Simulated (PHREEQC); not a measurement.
Copper plating or etch bath: speciation

Make-up at 25 °C: 0.0035 mol Cu(BF4)2, 0.00076 mol HBF4 and 0.00012 mol NaCl per kg of water. It is in equilibrium with CO2 at log p = -1 (atm). Otherwise closed; pH follows from the charge balance.

Computed with PHREEQC (ion-association model, phreeqc.dat).

This is a speciation only: nothing precipitates in the calculation.

Estimate the pH, ionic strength.

pH 2.84; ionic strength 0.0121 mol/kgw.

In which forms is Cu present?

Cu+2 98 %, CuF+ 2.2 % of the Cu.

Real BF4- forms and hydrolyses slowly; the run takes it at equilibrium.
